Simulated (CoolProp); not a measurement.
R141b along the isotherm 97.85 °C: fugacity coefficient from the reference equation and from simpler models built on Tc = 204.4 °C, pc = 4.212 MPa, ω = 0.220; each cubic takes its own stable root.

The numbers come from the reference Helmholtz-energy equation of state, Lemmon 2006 in CoolProp. It is a short technical equation, of lower accuracy than the large ones.

```json
[
 {"p (MPa)": "0.175", "phase": "gas", "reference": "0.9687", "van der Waals": "0.9777", "Soave-Redlich-Kwong": "0.9693", "Peng-Robinson": "0.9674"},
 {"p (MPa)": "0.351", "phase": "gas", "reference": "0.9369", "van der Waals": "0.9552", "Soave-Redlich-Kwong": "0.9386", "Peng-Robinson": "0.9349"},
 {"p (MPa)": "0.526", "phase": "gas", "reference": "0.9051", "van der Waals": "0.9329", "Soave-Redlich-Kwong": "0.9081", "Peng-Robinson": "0.9028"},
 {"p (MPa)": "0.702", "phase": "liquid", "reference": "0.8135", "van der Waals": "0.9104", "Soave-Redlich-Kwong": "0.8210", "Peng-Robinson": "___"},
 {"p (MPa)": "0.877", "phase": "liquid", "reference": "0.6552", "van der Waals": "___", "Soave-Redlich-Kwong": "0.6617", "Peng-Robinson": "0.6500"},
 {"p (MPa)": "1.05", "phase": "liquid", "reference": "0.5506", "van der Waals": "0.8658", "Soave-Redlich-Kwong": "0.5564", "Peng-Robinson": "0.5461"},
 {"p (MPa)": "1.23", "phase": "liquid", "reference": "0.4730", "van der Waals": "0.8424", "Soave-Redlich-Kwong": "___", "Peng-Robinson": "0.4691"},
 {"p (MPa)": "1.4", "phase": "liquid", "reference": "0.4180", "van der Waals": "0.8201", "Soave-Redlich-Kwong": "0.4230", "Peng-Robinson": "0.4145"},
 {"p (MPa)": "1.58", "phase": "liquid", "reference": "0.3728", "van der Waals": "0.7373", "Soave-Redlich-Kwong": "0.3775", "Peng-Robinson": "0.3696"},
 {"p (MPa)": "1.75", "phase": "liquid", "reference": "0.3386", "van der Waals": "0.6722", "Soave-Redlich-Kwong": "0.3430", "Peng-Robinson": "0.3356"},
 {"p (MPa)": "1.93", "phase": "liquid", "reference": "0.3089", "van der Waals": "0.6159", "Soave-Redlich-Kwong": "0.3132", "Peng-Robinson": "___"},
 {"p (MPa)": "2.11", "phase": "liquid", "reference": "0.2844", "van der Waals": "0.5691", "Soave-Redlich-Kwong": "0.2885", "Peng-Robinson": "0.2818"}
]
```

### Question
Complete the blanks.

### Answer

- 0.702, Peng-Robinson: 0.8072
- 0.877, van der Waals: 0.8880
- 1.23, Soave-Redlich-Kwong: 0.4783
- 1.93, Peng-Robinson: 0.3062

At some of these states van der Waals gives the other phase, because its saturation line lies elsewhere.
